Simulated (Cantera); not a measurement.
Input: 1 mol FeCl3, 5.3 mol H2O, 0.1 mol N2, equilibrated at 1800 K and 0.100 bar.

Method: chemical equilibrium by Gibbs-energy minimisation in Cantera with the NASA 1993 tables (ideal gas, pure condensed phases). Rates play no part.

| species | before | after |
|---|---|---|
| HCl | 0.316 | 0.422 |
| FeCl2 | 0.0489 | 0.292 |
| H2O | 0.590 | 0.140 |
| O2 | 0.0173 | 0.0670 |
| Cl | 0.00992 | 0.0381 |
| N2 | 0.0141 | 0.0349 |
| Fe2Cl4 | 1.48e-6 | 5.28e-5 |
| FeCl3 | 0.000119 | 0.00272 |
| Cl2 | 9.85e-5 | 0.00145 |
| H2 | 0.000765 | 9.23e-5 |
| ClO | 7.34e-6 | 5.54e-5 |
| Fe(OH)2 | 4.70e-5 | 8.91e-6 |
| Fe3O4(s), mol | 0.218 | 0.0539 |
Gas species are given as mole fractions.

What was changed between the two runs?
(A) H2O from 5.3 to 1 mol
(B) temperature from 1800 K to 1525 K
(C) temperature from 1800 K to 1750 K
(D) pressure from 0.100 bar to 0.630 bar

A, H2O from 5.3 to 1 mol
